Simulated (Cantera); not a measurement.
# Ignition delay

Mixture: 23.4 % H2, 16.1 % O2, 60.5 % N2, equivalence ratio 0.73, at 230000 Pa, adiabatic and at constant pressure. Ignition delay is the time to a rise of 400 K.

Computed with Cantera and GRI-Mech 3.0 (53 species, 325 reactions). The hydrogen kinetics of GRI-Mech 3.0 are dated; newer H2 mechanisms differ, most at raised pressure. Where the delays flatten at high temperature, the 400 K rule measures the pace of heat release, not the induction time.

```tsv
T0 (K)	delay (ms)
1098	0.0617
1173	0.0278
1248	0.0171
1323	0.0120
1398	0.00915
1473	0.00741
1548	0.00633
1623	0.00567
1698	0.00529
```
